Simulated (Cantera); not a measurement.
Feed: 1 mol CS2, 0.25 mol SO2, 1 mol O2, equilibrated at 2973 K and 0.0133 bar.

Method: chemical equilibrium by Gibbs-energy minimisation in Cantera with the NASA 1993 tables (ideal gas, pure condensed phases). Candidate condensed phases: C, S; 22 gas species. Kinetics and transport are ignored.

Base state: S 0.310, CO 0.281, SO 0.252, O 0.0741, SO2 0.0431, S2 0.0235, CO2 0.00896, O2 0.00688 (mole fractions); condensed: gas only.

Problem. What changes in the equilibrium state with this change: temperature from 2973 K to 2723.15 K?

Solution. 
| species | before | after |
|---|---|---|
| CO | 0.281 | 0.307 |
| SO | 0.252 | 0.285 |
| S | 0.310 | 0.228 |
| O | 0.0741 | 0.0156 |
| S2 | 0.0235 | 0.0646 |
| SO2 | 0.0431 | 0.0817 |
| CO2 | 0.00896 | 0.0148 |
| O2 | 0.00688 | 0.00206 |
| S2O | 0.000175 | 0.000527 |
| COS | 2.11e-5 | 5.14e-5 |
